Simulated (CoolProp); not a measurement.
Saturation properties of n-pentane (Tc = 196.5 °C, pc = 33.68 bar, ω = 0.251).

Model: reference Helmholtz-energy equation of state, Thol 2019, in CoolProp.

```json
[
 {"T (°C)": "72.95", "p (bar)": "3.068", "liquid density (kg/m³)": "570.0", "enthalpy of vaporisation (kJ/kg)": "325.2", "vapour Z": "0.9041"},
 {"T (°C)": "78.35", "p (bar)": "3.531", "liquid density (kg/m³)": "563.8", "enthalpy of vaporisation (kJ/kg)": "319.9", "vapour Z": "___"},
 {"T (°C)": "83.85", "p (bar)": "4.054", "liquid density (kg/m³)": "557.2", "enthalpy of vaporisation (kJ/kg)": "314.2", "vapour Z": "0.8836"},
 {"T (°C)": "89.25", "p (bar)": "4.623", "liquid density (kg/m³)": "550.7", "enthalpy of vaporisation (kJ/kg)": "308.5", "vapour Z": "0.8724"},
 {"T (°C)": "94.65", "p (bar)": "5.249", "liquid density (kg/m³)": "543.9", "enthalpy of vaporisation (kJ/kg)": "302.6", "vapour Z": "0.8606"},
 {"T (°C)": "100.15", "p (bar)": "___", "liquid density (kg/m³)": "___", "enthalpy of vaporisation (kJ/kg)": "296.3", "vapour Z": "0.8479"},
 {"T (°C)": "105.55", "p (bar)": "6.705", "liquid density (kg/m³)": "___", "enthalpy of vaporisation (kJ/kg)": "289.9", "vapour Z": "0.8346"},
 {"T (°C)": "110.95", "p (bar)": "7.528", "liquid density (kg/m³)": "522.5", "enthalpy of vaporisation (kJ/kg)": "283.2", "vapour Z": "___"}
]
```

### Question
Complete the blanks.

### Answer

- 78.35, vapour Z: 0.8942
- 100.15, p (bar): 5.950
- 100.15, liquid density (kg/m³): 536.9
- 105.55, liquid density (kg/m³): 529.8
- 110.95, vapour Z: 0.8206

It boils at 36.1 °C under 1 atm.
